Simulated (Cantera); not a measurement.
Input: 1 mol SiCl4, 0.29 mol N2O, 0.5 mol H2, held at 0.900 Torr.

These are equilibrium values from Cantera (NASA tables, ideal gas, pure condensed phases), not measurements of a reactor. Candidate condensed phases: H2O, NH4Cl, Si, SiO2, Si2N2O, Si3N4; 47 gas species. Mutual solubility and eutectic melting of coexisting phases are not modelled. The tables' values for SiCl3 are old estimates; treat these amounts as uncertain. The tables hold silica as quartz up to 1696 K and as liquid above; real silica turns to tridymite and cristobalite and melts near 1996 K. Equilibrium is a limit: real reactors are often held back by kinetics, nucleation or transport. All values below are at 952 °C.

Base state: HCl 0.493, SiCl4 0.374, N2 0.116, SiCl3 0.00975, H2 0.00609, SiCl2 0.00201, SiHCl3 0.000144, Cl 4.89e-5 (mole fractions); condensed: SiO2(β-quartz) + Si2N2O(s).

**Question.** What changes in the equilibrium state with this change: H2 from 0.5 to 40 mol?

**Answer.** 
```json
[
 {"species": "H2", "before": "0.00609", "after": "0.916"},
 {"species": "HCl", "before": "0.493", "after": "0.0741"},
 {"species": "SiCl2", "before": "0.00201", "after": "0.00911"},
 {"species": "SiCl4", "before": "0.374", "after": "0.000254"},
 {"species": "N2", "before": "0.116", "after": "3.97e-6"},
 {"species": "Cl", "before": "4.89e-5", "after": "6.00e-7"},
 {"species": "SiCl3", "before": "0.00975", "after": "0.000541"},
 {"species": "SiHCl3", "before": "0.000144", "after": "9.81e-5"},
 {"species": "SiO2(β-quartz), mol", "before": "0.114", "after": "0"},
 {"species": "Si2N2O(s), mol", "before": "0.0614", "after": "0.290"}
]
```

**Question.** What changes in the equilibrium state with this change: N2O from 0.29 to 28 mol?

**Answer.** 
```json
[
 {"species": "N2", "before": "0.116", "after": "0.635"},
 {"species": "O2", "before": "<1e-9", "after": "0.295"},
 {"species": "Cl", "before": "4.89e-5", "after": "0.0257"},
 {"species": "HCl", "before": "0.493", "after": "0.0226"},
 {"species": "SiCl4", "before": "0.374", "after": "<1e-9"},
 {"species": "Cl2", "before": "7.71e-8", "after": "0.0212"},
 {"species": "SiCl3", "before": "0.00975", "after": "<1e-9"},
 {"species": "H2", "before": "0.00609", "after": "<1e-9"},
 {"species": "SiCl2", "before": "0.00201", "after": "<1e-9"},
 {"species": "NO", "before": "<1e-9", "after": "0.000251"},
 {"species": "SiO2(β-quartz), mol", "before": "0.114", "after": "1.00"},
 {"species": "Si2N2O(s), mol", "before": "0.0614", "after": "0"}
]
```
